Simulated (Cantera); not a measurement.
An adiabatic, constant-pressure homogeneous reactor starts with CH4 : O2 : N2 = 1 : 1.67 : 5.67 (molar parts), equivalence ratio 1.2, at 1500 K and 1.50 bar. Integrator tolerance rtol = 1e-08.

Model: GRI-Mech 3.0 (53 species, 325 reactions), integrated in Cantera.

Q: What does this change do: 0.71 parts H2 added?

A: 
```tsv
quantity	before	after
time of steepest temperature rise	0.864 ms	0.142 ms
temperature at 0.700 s	2821 K	2820 K
equilibrium temperature	2821 K	2820 K
x(CH4) at 0.700 s	<1e-12 (gas-phase equilibrium <1e-12)	<1e-12 (gas-phase equilibrium <1e-12)
x(O2) at 0.700 s	0.00821 (gas-phase equilibrium 0.00821)	0.00245 (gas-phase equilibrium 0.00245)
x(H2) at 0.700 s	0.0365 (gas-phase equilibrium 0.0365)	0.0745 (gas-phase equilibrium 0.0745)
x(OH) at 0.700 s	0.0185 (gas-phase equilibrium 0.0185)	0.0144 (gas-phase equilibrium 0.0144)
x(CH2) at 0.700 s	<1e-12 (gas-phase equilibrium <1e-12)	<1e-12 (gas-phase equilibrium <1e-12)
x(H2O2) at 0.700 s	2.46e-7 (gas-phase equilibrium 2.46e-7)	1.50e-7 (gas-phase equilibrium 1.50e-7)
```

Q: What does this change do: 0.074 parts H2 added?

A: 
```csv
quantity,before,after
time of steepest temperature rise,0.864 ms,0.614 ms
temperature at 0.700 s,2821 K,2823 K
equilibrium temperature,2821 K,2823 K
x(CH4) at 0.700 s,<1e-12 (gas-phase equilibrium <1e-12),<1e-12 (gas-phase equilibrium <1e-12)
x(O2) at 0.700 s,0.00821 (gas-phase equilibrium 0.00821),0.00727 (gas-phase equilibrium 0.00727)
x(H2) at 0.700 s,0.0365 (gas-phase equilibrium 0.0365),0.0398 (gas-phase equilibrium 0.0398)
x(OH) at 0.700 s,0.0185 (gas-phase equilibrium 0.0185),0.0182 (gas-phase equilibrium 0.0182)
x(CH2) at 0.700 s,<1e-12 (gas-phase equilibrium <1e-12),<1e-12 (gas-phase equilibrium <1e-12)
x(H2O2) at 0.700 s,2.46e-7 (gas-phase equilibrium 2.46e-7),2.37e-7 (gas-phase equilibrium 2.37e-7)
```
